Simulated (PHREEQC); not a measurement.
0.1 mol of Fluorite (CaF2) is brought to equilibrium with 1 kg of water, with rising amounts of LiNO3, at 20 °C. Oxygen alone is held at its pressure in air (log pO2 = -0.68). CO2 from the air is kept out. Only these solids could form: Fluorite, Portlandite.

The numbers come from PHREEQC with the ion-association model, wateq4f.dat.

**Question.** Predict dissolved Ca (mol/kgw), dissolved F (mol/kgw) at LiNO3 added (mol) = 0.125, 0.25, 0.417.

**Answer.** 
| LiNO3 added (mol) | dissolved Ca (mol/kgw) | dissolved F (mol/kgw) |
|---|---|---|
| 0.125 | 0.000299 | 0.000598 |
| 0.25 | 0.000335 | 0.000671 |
| 0.417 | 0.000363 | 0.000727 |
